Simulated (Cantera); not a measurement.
Reactions in the system N-O-Sr

Source: NASA polynomial tables (part measured, part estimated), evaluated in Cantera. Values are per mole of reaction as written; species without (g) are pure solids or liquids, kept so even where they would boil at 1 bar.

Sr + 2 NO(g) ⇌ N2O(g) + SrO

| T (K) | ΔH° (kJ) | ΔS° (J/K) | ΔG° (kJ) | log10 K |
|---|---|---|---|---|
| 1350 | -693.1 | -198.9 | -424.6 | 16.43 |
| 1400 | -692.6 | -198.5 | -414.7 | 15.47 |
| 1450 | -692.1 | -198.2 | -404.7 | 14.58 |
| 1500 | -691.6 | -197.9 | -394.8 | 13.75 |
| 1550 | -691.1 | -197.5 | -385.0 | 12.97 |
| 1600 | -690.5 | -197.2 | -375.1 | 12.25 |
| 1650 | -690.0 | -196.8 | -365.2 | 11.56 |
| 1700 | -689.4 | -196.5 | -355.4 | 10.92 |
